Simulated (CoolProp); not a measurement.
Vapour-liquid equilibrium of hexamethyldisiloxane (MM) (1) + toluene (2) at 0.0249 MPa; x and y are mole fractions of (1).

Computed with CoolProp (multi-fluid Helmholtz-energy mixture model, Thol 2016 and Lemmon 2006; pair parameters Bell 2016).

```tsv
x	bubble temperature, mixture model (K)	bubble temperature, Raoult's law (K)	y, mixture model	y, Raoult's law
0.05	339.8	340.3	0.085	0.069
0.125	338.4	339.5	0.197	0.167
0.2	337.2	338.7	0.295	0.260
0.275	336.2	338.0	0.380	0.347
0.35	335.3	337.3	0.457	0.431
0.425	334.5	336.6	0.525	0.510
0.5	333.9	335.9	0.589	0.585
0.575	333.3	335.3	0.649	0.656
0.65	332.9	334.6	0.707	0.724
0.725	332.5	334.0	0.764	0.788
0.8	332.2	333.4	0.823	0.850
0.875	332.0	332.8	0.885	0.908
0.95	331.9	332.2	0.952	0.964
```

The largest gap from Raoult's law is -2.1 K in bubble temperature, at x = 0.425. No azeotrope shows between x = 0.05 and 0.95.

The pair parameters rest on a limited set of measurements; away from them the model extrapolates.
